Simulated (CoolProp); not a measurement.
Vapour-liquid equilibrium of propane (1) + R134a (2) at 23.35 °C; x and y are mole fractions of (1).

Model: multi-fluid Helmholtz-energy mixture model, Lemmon 2009 and Tillner-Roth 1994; pair parameters Bell 2016, in CoolProp.

Q: Give the bubble pressure and the first vapour's composition at x = 0.35, 0.75, 0.85. Is there an azeotrope?

A: x = 0.35: 10.84 bar, y = 0.511; x = 0.75: 11.23 bar, y = 0.688; x = 0.85: 10.81 bar, y = 0.765. y crosses x between x = 0.55 and 0.65: the model has an azeotrope there.

Pair parameters are fitted to limited data, so mixtures are less certain than the pure fluids.
